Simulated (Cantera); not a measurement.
Feed: 1 mol B, 4.5 mol O₂, 3.3 mol N₂, equilibrated at 1527 °C and 1.00 mbar.

Method: chemical equilibrium by Gibbs-energy minimisation in Cantera with the NASA 1993 tables (ideal gas, pure condensed phases). Candidate condensed phases: B, BN, B₂O₃; 17 gas species. The numbers say what is thermodynamically allowed, not how fast it happens.

Base state: O₂ 0.486, N₂ 0.432, B₂O₃ 0.0577, BO₂ 0.0163, NO 0.00468, O 0.00268, BO 2.27e-5 (mole fractions); condensed: gas only.

### Question
What changes in the equilibrium state with this change: B replaced by B₂H₆?

### Answer
```
species   before     after
-------  -------  --------
N₂         0.432     0.372
H₂O            0     0.237
HBO₂           0     0.197
O₂         0.486     0.165
B₂O₃      0.0577    0.0120
BO₂       0.0163   0.00567
OH             0   0.00563
H₂             0  0.000993
H              0  0.000357
NO       0.00468   0.00253
```
The feed counts by its element totals alone. Further candidate phases: B₃O₃H₃, H₂O.

### Question
What changes in the equilibrium state with this change: temperature from 1527 °C to 1000 °C?

### Answer
| species | before | after |
|---|---|---|
| O₂ | 0.486 | 0.532 |
| N₂ | 0.432 | 0.468 |
| NO | 0.00468 | 0.000406 |
| B₂O₃ | 0.0577 | 8.68e-5 |
| BO₂ | 0.0163 | 1.51e-5 |
| BO | 2.27e-5 | <1e-9 |
| O | 0.00268 | 2.48e-6 |
| B₂O₃(l), mol | 0 | 0.499 |

### Question
What changes in the equilibrium state with this change: pressure from 1.00 mbar to 15.0 Pa?

### Answer
| species | before | after |
|---|---|---|
| O₂ | 0.486 | 0.480 |
| N₂ | 0.432 | 0.431 |
| B₂O₃ | 0.0577 | 0.0530 |
| BO₂ | 0.0163 | 0.0250 |
| BO | 2.27e-5 | 9.05e-5 |
| O | 0.00268 | 0.00688 |
| NO | 0.00468 | 0.00464 |
